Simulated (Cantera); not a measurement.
A freely propagating, adiabatic, planar premixed flame of CH4 : C2H6 : O2 : N2 = 1 : 0.076 : 1.51 : 5.68 (molar parts), equivalence ratio 1.5, unburnt at 423 K and 0.868 atm; mixture-averaged transport, grid criteria slope 0.08 and curve 0.16, no radiation.

Model: GRI-Mech 3.0 (53 species, 325 reactions), integrated in Cantera. Burning velocities carry a grid error of a few per cent, more on coarse grids.

Q: Predict: laminar burning velocity; thermal thickness; peak x(O); peak x(C2H).

A: 
```
Property                      Value
------------------------  ---------
laminar burning velocity  24.3 cm/s
thermal thickness           1.02 mm
peak x(O)                   6.18e-5
peak x(C2H)                 1.14e-6
```
